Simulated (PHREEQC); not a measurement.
Nickel, zinc or cadmium bath: an equilibrium model

Solution (29 °C): 5.1 mmol/kgw CdSO4 and 11 mmol/kgw KCl. Closed to the air; pH follows from the charge balance.

Equilibrium calculation in PHREEQC: ion-association model, wateq4f.dat.

No solid was allowed to form.

Estimate the pH, ionic strength.

pH 6.14; ionic strength 0.0243 mol/kgw.

In which forms is K present?

K+ 98 %, KSO4- 1.6 % of the K.

Complexes and solids missing from the database can't appear.
